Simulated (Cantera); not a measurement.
What does this Cantera script print?

```python
import numpy as np
import cantera as ct

gas = ct.Solution("gri30.yaml")


def delay(T, t_max=10):
    gas.TPX = T, 39000, {'CO': 1, 'H2': 0.15, 'CH4': 0.18, 'O2': 1.14, 'N2': 4.29, 'H2O': 0.16}
    reactor = ct.IdealGasConstPressureReactor(gas, clone=False)
    net = ct.ReactorNet([reactor])
    net.rtol, net.atol = 1e-8, 1e-16
    while net.time < t_max:
        t_old, T_old = net.time, reactor.T
        net.step()
        if reactor.T > T + 400:  # ignition: a rise of 400 K
            return t_old + (T + 400 - T_old) / (reactor.T - T_old) * (net.time - t_old)
    return np.nan


taus = []
for T in [1050, 1100, 1150, 1200, 1250, 1300, 1350, 1400, 1450]:
    taus.append(delay(T))
    print(f"T0 = {T:6g} K   tau = {taus[-1]:.4e} s")
```

Output:

```
T0 =   1050 K   tau = 4.1434e-03 s
T0 =   1100 K   tau = 2.4685e-03 s
T0 =   1150 K   tau = 1.5732e-03 s
T0 =   1200 K   tau = 1.0642e-03 s
T0 =   1250 K   tau = 7.5910e-04 s
T0 =   1300 K   tau = 5.6697e-04 s
T0 =   1350 K   tau = 4.4102e-04 s
T0 =   1400 K   tau = 3.5486e-04 s
T0 =   1450 K   tau = 2.9299e-04 s
```

Model: GRI-Mech 3.0 (53 species, 325 reactions), integrated in Cantera. Where the delays flatten at high temperature, the 400 K rule measures the pace of heat release, not the induction time.
